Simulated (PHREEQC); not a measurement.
Copper plating or etch bath: speciation

Make-up at 25 °C: 48 mmol/kgw Cu(NO3)2, 1.1 mmol/kgw HNO3 and 0.099 mmol/kgw FeCl3. Closed to the air; pH follows from the charge balance.

Equilibrium calculation in PHREEQC: ion-association model, phreeqc.dat.

Each row changes one thing in this solution. Precipitation was switched off in this run.

```tsv
case	pH	ionic strength (mol/kgw)	CuOH+ (mol/kgw)
as made	3.02	0.145	2.41e-7
FeCl3 from 9.9e-05 to 0.000148 mol/kgw	3.00	0.146	2.33e-7
0.056 mol/kgw H2SO4 added	1.19	0.210	2.71e-9
0.0034 mol/kgw SrCl2 added	3.02	0.155	2.38e-7
FeCl3 replaced by SrCl2 at the same molality	3.05	0.145	2.60e-7
FeCl3 left out	3.05	0.145	2.60e-7
FeCl3 from 9.9e-05 to 0.000198 mol/kgw	2.99	0.146	2.25e-7
```

Some of these states are supersaturated (in Hematite (slow to form), Goethite (slow to form), for instance).
